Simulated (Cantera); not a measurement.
Mixture: 22.8 % CO, 10.7 % H2, 14.0 % O2, 52.5 % N2, equivalence ratio 1.2, at 705 Torr, adiabatic and at constant volume. Ignition delay is the time to a rise of 400 K.

Model: GRI-Mech 3.0 (53 species, 325 reactions), integrated in Cantera. Where the delays flatten at high temperature, the 400 K rule measures the pace of heat release, not the induction time.

### Question
Predict: delay at 1248 K; delay at 1323 K; delay at 1398 K; delay at 1473 K; delay at 1548 K; delay at 1623 K; delay at 1698 K.

### Answer
```
Property          Result
---------------  -------
delay at 1248 K  53.4 µs
delay at 1323 K  41.0 µs
delay at 1398 K  33.6 µs
delay at 1473 K  29.0 µs
delay at 1548 K  26.3 µs
delay at 1623 K  25.0 µs
delay at 1698 K  24.7 µs
```
